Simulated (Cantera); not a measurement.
An isothermal, constant-pressure homogeneous reactor starts with H₂ : O₂ = 0.039 : 1 (molar parts), at 1123 K and 10.00 Torr.

Cantera simulation using the H2/O2 subset of GRI-Mech 3.0, which has no nitrogen chemistry; the numbers are that mechanism's predictions, not measurements. Radical loss at walls, strong at low pressure, is not modelled. The temperature is held fixed by assumption; the heat of reaction is taken as removed at once.

x: mole fraction; the columns are a selection and need not sum to one.

| t (s) | x H₂ | x O₂ | x O | x OH | x H₂O₂ |
|---|---|---|---|---|---|
| 0.000200 | 0.0375 | 0.962 | 1.23e-9 | 9.06e-10 | <1e-12 |
| 0.000535 | 0.0375 | 0.962 | 9.86e-9 | 6.17e-9 | 1.49e-12 |
| 0.00143 | 0.0375 | 0.962 | 5.21e-7 | 3.13e-7 | 1.17e-11 |
| 0.00382 | 0.0248 | 0.953 | 0.00631 | 0.00293 | 1.69e-7 |
| 0.0102 | ___ | 0.937 | ___ | ___ | 6.87e-8 |
| 0.0273 | 0.000311 | 0.946 | 0.0140 | 0.00157 | 7.02e-8 |
| 0.0731 | 0.000126 | 0.956 | 0.00557 | 0.000997 | 6.91e-8 |
| 0.196 | ___ | 0.960 | ___ | ___ | ___ |
| 0.523 | 4.95e-6 | 0.961 | 0.000222 | 0.000200 | 3.19e-8 |
| 1.40 | 8.56e-7 | 0.962 | 3.92e-5 | 8.43e-5 | 1.37e-8 |
| 3.74 | 1.75e-7 | 0.962 | 8.15e-6 | 3.85e-5 | 5.01e-9 |
| 10.0 | 4.34e-8 | 0.962 | 2.04e-6 | 1.93e-5 | 1.74e-9 |

Problem. Complete the blanks.

Solution. 
- 0.0102, x H₂: 0.000485
- 0.0102, x O: 0.0218
- 0.0102, x OH: 0.00195
- 0.196, x H₂: 2.90e-5
- 0.196, x O: 0.00128
- 0.196, x OH: 0.000480
- 0.196, x H₂O₂: 5.54e-8
